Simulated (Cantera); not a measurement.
## Calcination and drying: Ca(OH)2 + CO2

Feed: 1 mol Ca(OH)2, 0.094 mol CO2, at 1 atm.

Method: chemical equilibrium by Gibbs-energy minimisation in Cantera with the NASA 1993 tables (ideal gas, pure condensed phases). Candidate condensed phases: C, C6H6, C7H8, C8H18, Ca, CaCO3, CaO, Ca(OH)2, H2O; 115 gas species. Rates play no part.

At 775 K the condensed part is CaCO3(calcite) + Ca(OH)2(s). From 875 K to 975 K the condensed part is CaCO3(calcite) + CaO(s). From 1075 K to 1975 K the condensed part is CaO(s).

| T (K) | x H2O | x CO2 | x H2 | x O2 | x OH | x CO | x H | x Ca(OH)2 | n CaCO3(calcite) | n Ca(OH)2(s) | n CaO(s) |
|---|---|---|---|---|---|---|---|---|---|---|---|
| 775 | 1.000 | 0.000195 | 7.87e-10 | 3.92e-10 | 8.23e-12 | <1e-12 | <1e-12 | <1e-12 | 0.0940 | 0.906 | 0 |
| 875 | 0.997 | 0.00284 | 1.45e-8 | 7.20e-9 | 3.02e-10 | 1.57e-11 | <1e-12 | <1e-12 | 0.0911 | 0 | 0.909 |
| 975 | 0.968 | 0.0320 | 1.45e-7 | 7.27e-8 | 5.24e-9 | 3.00e-9 | <1e-12 | 5.80e-12 | 0.0609 | 0 | 0.939 |
| 1075 | 0.914 | 0.0859 | 9.15e-7 | 4.84e-7 | 5.28e-8 | 7.99e-8 | 1.39e-11 | 1.15e-10 | 0 | 0 | 1.00 |
| 1175 | 0.914 | 0.0859 | 4.40e-6 | 2.37e-6 | 3.70e-7 | 5.30e-7 | 2.56e-10 | 1.43e-9 | 0 | 0 | 1.00 |
| 1275 | 0.914 | 0.0859 | 1.66e-5 | 9.12e-6 | 1.91e-6 | 2.60e-6 | 2.98e-9 | 1.19e-8 | 0 | 0 | 1.00 |
| 1375 | 0.914 | 0.0859 | 5.17e-5 | 2.89e-5 | 7.79e-6 | 1.00e-5 | 2.45e-8 | 7.30e-8 | 0 | 0 | 1.00 |
| 1475 | 0.914 | 0.0859 | 0.000138 | 7.85e-5 | 2.63e-5 | 3.22e-5 | 1.51e-7 | 3.48e-7 | 0 | 0 | 1.00 |
| 1575 | 0.914 | 0.0858 | 0.000325 | 0.000188 | 7.59e-5 | 8.87e-5 | 7.45e-7 | 1.35e-6 | 0 | 0 | 1.000 |
| 1675 | 0.913 | 0.0857 | 0.000693 | 0.000407 | 0.000193 | 0.000216 | 3.04e-6 | 4.47e-6 | 0 | 0 | 1.000 |
| 1775 | 0.912 | 0.0854 | 0.00136 | 0.000805 | 0.000443 | 0.000473 | 1.06e-5 | 1.28e-5 | 0 | 0 | 1.000 |
| 1875 | 0.909 | 0.0848 | 0.00247 | 0.00148 | 0.000928 | 0.000949 | 3.24e-5 | 3.28e-5 | 0 | 0 | 1.000 |
| 1975 | 0.906 | 0.0839 | 0.00424 | 0.00256 | 0.00180 | 0.00176 | 8.85e-5 | 7.59e-5 | 0 | 0 | 1.000 |
x: gas mole fraction; n: condensed amount in mol.
